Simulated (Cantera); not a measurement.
Charge: 1 mol HBr, 0.77 mol H₂O, 3.4 mol N₂, held at 2498.15 K and 750 Torr.

Cantera equilibrium calculation (NASA polynomials, part measured and part estimated; ideal gas, pure solids and liquids). The numbers say what is thermodynamically allowed, not how fast it happens.

```
species    before    after
-------  --------  -------
N₂          0.622    0.593
Br         0.0981    0.129
H₂O         0.136    0.108
HBr        0.0845   0.0458
H         0.00555   0.0303
OH        0.00316   0.0144
H₂         0.0495   0.0693
O        0.000233  0.00390
O₂       0.000263  0.00241
NO       0.000721  0.00392
Br₂      0.000169  7.40e-5
```
Gas species are given as mole fractions.

What was changed between the two runs?
A) temperature from 2498.15 K to 3250 K
B) temperature from 2498.15 K to 2900 K
C) temperature from 2498.15 K to 1698.15 K
D) temperature from 2498.15 K to 2623.15 K

B, temperature from 2498.15 K to 2900 K
